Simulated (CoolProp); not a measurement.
Vapour-liquid equilibrium of CHF3 (R23) (1) + R134a (2) at -88.95 °C; x and y are mole fractions of (1).

The numbers come from the multi-fluid Helmholtz-energy mixture model, Penoncello 2003 and Tillner-Roth 1994; pair parameters Bell 2016 in CoolProp.

| x | bubble pressure (MPa) | y at the bubble point | dew pressure at overall composition x (MPa) | liquid density (mol/L) |
|---|---|---|---|---|
| 0.05 | 0.004832 | 0.668 | 0.001767 | 15.45 |
| 0.125 | 0.009499 | … | 0.001914 | 15.81 |
| 0.2 | 0.01414 | 0.903 | … | … |
| 0.275 | 0.01880 | 0.934 | 0.002297 | 16.57 |
| 0.35 | 0.02351 | 0.952 | 0.002553 | 16.97 |
| 0.425 | 0.02829 | 0.965 | 0.002872 | 17.38 |
| 0.5 | 0.03313 | 0.974 | 0.003283 | 17.81 |
| 0.575 | 0.03806 | … | 0.003831 | 18.25 |
| 0.65 | … | 0.986 | 0.004598 | 18.70 |
| 0.725 | 0.04808 | 0.990 | 0.005748 | 19.17 |
| 0.8 | 0.05315 | 0.993 | 0.007664 | 19.66 |
| 0.875 | 0.05824 | … | 0.01149 | 20.16 |
| 0.95 | 0.06332 | 0.999 | 0.02285 | 20.67 |

**Question.** Fill in the missing entries.

**Answer.** 
- 0.125, y at the bubble point: 0.844
- 0.2, dew pressure at overall composition x (MPa): 0.002088
- 0.2, liquid density (mol/L): 16.18
- 0.575, y at the bubble point: 0.980
- 0.65, bubble pressure (MPa): 0.04304
- 0.875, y at the bubble point: 0.996

No azeotrope shows between x = 0.05 and 0.95.

Pair parameters are fitted to limited data, so mixtures are less certain than the pure fluids.
